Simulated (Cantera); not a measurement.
A closed system holds: 1 mol C6H6, 0.0074 mol O2, 49 mol N2, 0.065 mol H2O, at 8300 Pa.

These are equilibrium values from Cantera (NASA tables, ideal gas, pure condensed phases), not measurements of a reactor. Candidate condensed phases: C, C6H6, C7H8, C8H18, H2O; 136 gas species. Kinetics and transport are ignored.

**Question.** At 1075 °C, list the 4 most abundant gas species with their mole fractions, and the condensed phases.

**Answer.** N2 0.940, H2 0.0587, CO 0.00153, HCN 7.52e-5. Condensed: C(graphite).
